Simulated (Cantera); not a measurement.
**Gas-phase reforming**

A perfectly stirred reactor is fed with CH₄ : CO₂ : H₂ : H₂O = 1 : 0.61 : 2 : 0.025 (molar parts), at 100.0 Torr; it is held at 1775 K, and followed from long to short residence time.

Detailed kinetics in Cantera: GRI-Mech 3.0 (53 species, 325 reactions).

| τ (s) | x CH₄ | x CO₂ | x H₂ | x H₂O | x CH₂O | x O₂ |
|---|---|---|---|---|---|---|
| 25 | 0.00511 | 0.000980 | 0.717 | 0.0106 | 1.98e-8 | 1.95e-12 |
| 6.9 | 0.00922 | 0.00249 | 0.701 | 0.0271 | 5.83e-8 | 1.20e-11 |
| 1.9 | 0.0166 | 0.00519 | 0.674 | 0.0549 | 1.95e-7 | 4.55e-11 |
| 0.55 | 0.0292 | 0.00974 | 0.642 | 0.0862 | 5.49e-7 | 1.02e-10 |
| 0.15 | 0.0543 | 0.0216 | 0.610 | 0.106 | 1.39e-6 | 1.43e-10 |
| 0.043 | 0.0994 | 0.0528 | 0.591 | 0.0927 | 3.15e-6 | 1.16e-10 |
| 0.012 | 0.168 | 0.106 | 0.581 | 0.0529 | 6.32e-6 | 5.44e-11 |
| 0.0034 | 0.230 | 0.146 | 0.565 | 0.0225 | 8.94e-6 | 1.85e-11 |
| 0.00097 | 0.264 | 0.163 | 0.553 | 0.0106 | 7.68e-6 | 4.04e-12 |
| 0.00027 | 0.273 | 0.167 | 0.550 | 0.00734 | 2.18e-6 | <1e-12 |
x: mole fraction; the columns are a selection and need not sum to one.
